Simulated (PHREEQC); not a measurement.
Synthetic water in mg/L, 28 °C, pH 6.34, pe 13:

```tsv
constituent	mg/L
Na	73.1
K	146
Ca	229
Mg	156
Cl	571
S(6) as SO4	357
Alkalinity as HCO3	420
N(5) as NO3	27
```

Valence states are taken as typed.

Model: ion-association model, phreeqc.dat, run in PHREEQC.

**Question.** The ionic strength comes out as 0.0408 mol/kgw. What activity coefficients do Cl-, CaHCO3+, SO4-2, MgHCO3+, Mg+2 get?

**Answer.** Cl- 0.83, CaHCO3+ 0.84, SO4-2 0.49, MgHCO3+ 0.83, Mg+2 0.51.

Precipitation was switched off in this run.
